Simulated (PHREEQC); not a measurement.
1 kg of water holding 0.0072 mol KHCO3, 0.0051 mol K2SO4 and 0.013 mol KCl is evaporated at 90 °C; the solids stay in contact with the brine. CO2 is held at log p = -3.4 (atm). The run lets Arcanite, Kalicinite, Misenite, Sylvite precipitate or redissolve, and no other solid.

All values are PHREEQC results (Pitzer model, pitzer.dat), not measurements.

| water left (kg) | ionic strength | water activity | Arcanite (mol) | Cl in solution (mol/kgw) |
|---|---|---|---|---|
| 1 | 0.0365 | 0.999 | 0 | 0.0130 |
| 0.5552 | 0.0665 | 0.998 | 0 | 0.0234 |
| 0.3083 | 0.121 | 0.997 | 0 | 0.0422 |
| 0.1712 | 0.221 | 0.995 | 0 | 0.0759 |
| 0.09507 | 0.401 | 0.992 | 0 | 0.137 |
| 0.05281 | (withheld) | 0.985 | 0 | 0.246 |
| 0.02935 | (withheld) | 0.974 | 0 | 0.443 |
| 0.01633 | (withheld) | (withheld) | 0 | 0.796 |
| 0.009089 | 3.99 | 0.916 | 0.000876 | 1.43 |
| 0.005072 | 5.31 | 0.865 | 0.00400 | 2.56 |

Fill in the missing entries.


- 0.05281, ionic strength: 0.727
- 0.02935, ionic strength: 1.31
- 0.01633, ionic strength: 2.37
- 0.01633, water activity: 0.953

Species that the database lacks are ignored. Constants without temperature data keep their 25 °C values here.
